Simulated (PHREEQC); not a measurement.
Make-up at 25 °C: 2 mmol/kgw HF and 1.8 mmol/kgw CsF. Closed to the air; pH follows from the charge balance.

The numbers come from PHREEQC with the ion-association model, wateq4f.dat.

| quantity | before | after |
|---|---|---|
| pH | 3.34 | 7.27 |
| ionic strength (mol/kgw) | 0.00229 | 0.00180 |
| F- (mol/kgw) | 0.00227 | 0.00180 |
| HF (mol/kgw) | 0.00149 | 1.38e-7 |
| HF2- (mol/kgw) | 1.30e-5 | 9.55e-10 |

Problem. What was changed between the two runs?
A) diluted 100-fold with water
B) HF replaced by Na2SiF6 at the same molality
C) HF left out
D) CsF from 0.0018 to 0.00018 mol/kgw
E) diluted 5-fold with water

Solution. C, HF left out

Precipitation was switched off in this run.
